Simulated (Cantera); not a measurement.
Charge: 1 mol SiH₂Cl₂, 1.3 mol NH₃, 38 mol N₂, held at 775 °C and 20.0 Pa.

These are equilibrium values from Cantera (NASA tables, ideal gas, pure condensed phases), not measurements of a reactor. Candidate condensed phases: NH₄Cl, Si, Si₃N₄; 28 gas species. Kinetics and transport are ignored.

Task: What is the equilibrium state?

Result: 
```json
{
  "x(N₂)": "0.906",
  "x(HCl)": "0.0475",
  "x(H₂)": "0.0466",
  "x(SiCl₄)": "3.68e-5",
  "x(SiCl₂)": "7.17e-6",
  "x(SiCl₃)": "3.79e-6",
  "n(Si₃N₄(s))": "0.333 mol",
  "gas_amount": "41.93 mol",
  "log10 activity of Si(s) (absent)": "-4.10"
}
```
